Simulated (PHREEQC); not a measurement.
A solution holds 0.015 mol H2SO4, 0.00016 mol CuSO4 and 4.4e-05 mol Na2SO4 per kg of water, at 20 °C. Closed to the air; pH follows from the charge balance.

The numbers come from PHREEQC with the ion-association model, phreeqc.dat.

Q: The ionic strength comes out as 0.0300 mol/kgw. What activity coefficients do Na+, SO4-2, HSO4-, H+, NaSO4- get?

A: Na+ 0.85, SO4-2 0.53, HSO4- 0.85, H+ 0.87, NaSO4- 0.86.

No solid was allowed to form.
